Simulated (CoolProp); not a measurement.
Vapour-liquid equilibrium of dimethyl ether (1) + R227EA (2) at 8.28 kPa; x and y are mole fractions of (1).

Values from CoolProp's multi-fluid Helmholtz-energy mixture model, Wu 2011 and Lemmon 2016; pair parameters Bell 2016.

```json
[
 {"x": "0.05", "bubble temperature (°C)": "-61.4", "y at the bubble point": "0.013", "dew temperature at overall composition x (°C)": "-60.2", "liquid density (mol/L)": "10.20"},
 {"x": "0.15", "bubble temperature (°C)": "-59.8", "y at the bubble point": "0.074", "dew temperature at overall composition x (°C)": "-58.9", "liquid density (mol/L)": "10.71"},
 {"x": "0.25", "bubble temperature (°C)": "-58.6", "y at the bubble point": "0.206", "dew temperature at overall composition x (°C)": "-58.5", "liquid density (mol/L)": "11.25"},
 {"x": "0.35", "bubble temperature (°C)": "-58.6", "y at the bubble point": "0.400", "dew temperature at overall composition x (°C)": "-58.5", "liquid density (mol/L)": "11.84"},
 {"x": "0.45", "bubble temperature (°C)": "-59.8", "y at the bubble point": "0.603", "dew temperature at overall composition x (°C)": "-58.8", "liquid density (mol/L)": "12.49"},
 {"x": "0.55", "bubble temperature (°C)": "-61.9", "y at the bubble point": "0.764", "dew temperature at overall composition x (°C)": "-59.4", "liquid density (mol/L)": "13.21"},
 {"x": "0.65", "bubble temperature (°C)": "-64.2", "y at the bubble point": "0.869", "dew temperature at overall composition x (°C)": "-60.3", "liquid density (mol/L)": "13.99"},
 {"x": "0.75", "bubble temperature (°C)": "-66.3", "y at the bubble point": "0.932", "dew temperature at overall composition x (°C)": "-61.7", "liquid density (mol/L)": "14.83"},
 {"x": "0.85", "bubble temperature (°C)": "-68.1", "y at the bubble point": "0.969", "dew temperature at overall composition x (°C)": "-63.7", "liquid density (mol/L)": "15.74"},
 {"x": "0.95", "bubble temperature (°C)": "-69.6", "y at the bubble point": "0.992", "dew temperature at overall composition x (°C)": "-67.1", "liquid density (mol/L)": "16.72"}
]
```

y crosses x between x = 0.25 and 0.35: the model has an azeotrope there.

Pair parameters are fitted to limited data, so mixtures are less certain than the pure fluids.
